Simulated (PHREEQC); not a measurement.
Dissolve 0.0035 mol HF, 0.012 mol NH4HF2 and 0.27 mol NH4HCO3 per kg of water at 20 °C. Closed to the air; pH follows from the charge balance.

Equilibrium calculation in PHREEQC: ion-association model, phreeqc.dat.

This is a speciation only: nothing precipitates in the calculation.

### Question
Order these C species by the share of C that they hold, largest first: CO2, CO3-2, HCO3-.

### Answer
HCO3- (93 %), CO2 (6.6 %), CO3-2 (0.24 %)

The pH is 7.37 and the ionic strength 0.281 mol/kgw. Complexes and solids missing from the database can't appear. Carbamate, which ammonia and carbonate form, is missing from the database.
